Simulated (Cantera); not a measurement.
Mixture: 3.87 % C3H8, 20.2 % O2, 75.9 % N2, equivalence ratio 0.96, at 12.8 atm, adiabatic and at constant volume. Ignition delay is the time to a rise of 400 K.

Model: GRI-Mech 3.0 (53 species, 325 reactions), integrated in Cantera. GRI-Mech 3.0 was tuned for natural gas; its chemistry of propane as a main component is partial and can be far from experiment. The pressure lies above the range GRI-Mech 3.0 was tuned for (to about 10 atm).

Q: Predict: delay at 1325 K; delay at 1400 K; delay at 1475 K; delay at 1550 K; delay at 1625 K; apparent activation energy between 1475 and 1625 K.

A: 
```json
{
  "delay at 1325 K": "0.160 ms",
  "delay at 1400 K": "53.5 µs",
  "delay at 1475 K": "20.8 µs",
  "delay at 1550 K": "9.34 µs",
  "delay at 1625 K": "4.80 µs",
  "apparent activation energy between 1475 and 1625 K": "190 kJ/mol"
}
```
